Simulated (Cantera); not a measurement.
Charge: 1 mol MgCO₃, 0.01 mol CO₂, at 1275 °C and 1330 Pa.

These are equilibrium values from Cantera (NASA tables, ideal gas, pure condensed phases), not measurements of a reactor. Candidate condensed phases: C, Mg, MgCO₃, MgO; 15 gas species. The numbers say what is thermodynamically allowed, not how fast it happens.

Base state: CO₂ 0.996, CO 0.00244, O₂ 0.00122 (mole fractions); condensed: MgO(s).

Question: What changes in the equilibrium state with this change: temperature from 1275 °C to 1075 °C?

Answer: 
```json
[
 {"species": "CO₂", "before": "0.996", "after": "1.000"},
 {"species": "CO", "before": "0.00244", "after": "0.000282"},
 {"species": "O₂", "before": "0.00122", "after": "0.000141"},
 {"species": "MgO(s), mol", "before": "1.00", "after": "1.00"}
]
```

Question: What changes in the equilibrium state with this change: 0.0048 mol O₂ added?

Answer: 
| species | before | after |
|---|---|---|
| CO₂ | 0.996 | 0.994 |
| O₂ | 0.00122 | 0.00531 |
| CO | 0.00244 | 0.00116 |
| MgO(s), mol | 1.00 | 1.00 |

Question: What changes in the equilibrium state with this change: 0.002 mol O₂ added?

Answer: 
```json
[
 {"species": "CO₂", "before": "0.996", "after": "0.996"},
 {"species": "O₂", "before": "0.00122", "after": "0.00278"},
 {"species": "CO", "before": "0.00244", "after": "0.00161"},
 {"species": "MgO(s), mol", "before": "1.00", "after": "1.00"}
]
```
